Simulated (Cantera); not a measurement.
An adiabatic, constant-volume homogeneous reactor starts with C₂H₄ : O₂ : N₂ : CO₂ = 1 : 4.84 : 18.2 : 2.7 (molar parts), equivalence ratio 0.62, at 1375 K and 100000 Pa.

Cantera simulation using GRI-Mech 3.0 (53 species, 325 reactions); the numbers are that mechanism's predictions, not measurements. GRI-Mech 3.0 was tuned for natural gas; its chemistry of ethylene as a main component is partial and can be far from experiment.

Predict: time of steepest temperature rise; temperature at 0.100 s; equilibrium temperature; x(O₂) at 0.100 s; x(CO₂) at 0.100 s.


```
Quantity                                                           Value
---------------------------------  -------------------------------------
time of steepest temperature rise                                74.4 µs
temperature at 0.100 s                                            2566 K
equilibrium temperature                                           2566 K
x(O₂) at 0.100 s                   0.0686 (gas-phase equilibrium 0.0686)
x(CO₂) at 0.100 s                    0.151 (gas-phase equilibrium 0.151)
```
